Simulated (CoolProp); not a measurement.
trans-2-butene at several states: Z from the reference equation and from simpler models built on Tc = 428.6 K, pc = 4019 kPa, ω = 0.210; each cubic takes its own stable root.

The numbers come from the reference Helmholtz-energy equation of state, Lemmon 2005 in CoolProp. It is a short technical equation, of lower accuracy than the large ones.

```csv
T (K),p (kPa),phase,reference
478.2,2290,gas,0.8500
271.5,1130,liquid,0.04454
390.4,863,gas,0.8889
221.9,66.3,liquid,0.002956
```

Q: How far does each simpler model (van der Waals, Soave-Redlich-Kwong, Peng-Robinson) lie from the reference over these 4 states: mean and median of the absolute difference, and the worst?

A: 
- van der Waals: mean 8259.1 %, median 33.8 %, worst +32968.3 % at 221.9 K and 66.3 kPa
- Soave-Redlich-Kwong: mean 5.3 %, median 5.2 %, worst +10.2 % at 221.9 K and 66.3 kPa
- Peng-Robinson: mean 1.7 %, median 1.7 %, worst -2.9 % at 271.5 K and 1130 kPa

At some of these states van der Waals gives the other phase, because its saturation line lies elsewhere.
